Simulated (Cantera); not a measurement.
# SiHCl₃ + N₂ (silicon epitaxy and polysilicon growth)

Input: 1 mol SiHCl₃, 22 mol N₂, held at 1.60 bar.

These are equilibrium values from Cantera (NASA tables, ideal gas, pure condensed phases), not measurements of a reactor. Candidate condensed phases: NH₄Cl, Si, Si₃N₄; 28 gas species. N₂ is the only nitrogen source here; it is nearly inert below about 1500 K, so the nitride shown seldom forms there in practice. The tables' values for SiCl₃ are old estimates; treat these amounts as uncertain. Rates play no part.

From 775 °C to 1425 °C the condensed part is Si₃N₄(s). The main Si-bearing gas is SiCl₄ at 775 °C and SiCl₂ at 1425 °C.

```
T (°C)   x N₂   x HCl  x SiCl₄   x SiCl₂   x SiCl₃     x H₂  x SiHCl₃     x Cl  n Si₃N₄(s)
------  -----  ------  -------  --------  --------  -------  --------  -------  ----------
775     0.937  0.0346   0.0237   1.00e-7   1.14e-5  0.00429   3.01e-5  2.94e-9       0.150
825     0.937  0.0350   0.0236   4.35e-7   2.70e-5  0.00406   3.98e-5  9.64e-9       0.151
875     0.937  0.0354   0.0235   1.65e-6   5.93e-5  0.00385   5.12e-5  2.85e-8       0.151
925     0.937  0.0358   0.0233   5.60e-6  0.000122  0.00367   6.44e-5  7.70e-8       0.152
975     0.937  0.0361   0.0231   1.72e-5  0.000235  0.00352   7.94e-5  1.92e-7       0.152
1025    0.937  0.0363   0.0229   4.81e-5  0.000429  0.00338   9.61e-5  4.47e-7       0.152
1075    0.937  0.0365   0.0225  0.000124  0.000746  0.00326  0.000114  9.75e-7       0.152
1125    0.936  0.0367   0.0220  0.000297   0.00124  0.00317  0.000133  2.01e-6       0.150
1175    0.936  0.0368   0.0212  0.000664   0.00196  0.00309  0.000153  3.93e-6       0.148
1225    0.936  0.0368   0.0201   0.00139   0.00295  0.00305  0.000171  7.30e-6       0.143
1275    0.935  0.0367   0.0184   0.00272   0.00423  0.00305  0.000186  1.29e-5       0.135
1325    0.933  0.0365   0.0161   0.00496   0.00569  0.00309  0.000196  2.19e-5       0.124
1375    0.932  0.0361   0.0133   0.00843   0.00714  0.00322  0.000198  3.52e-5       0.107
1425    0.929  0.0355   0.0101    0.0132   0.00823  0.00344  0.000189  5.38e-5      0.0846
```
x: gas mole fraction; n: condensed amount in mol.
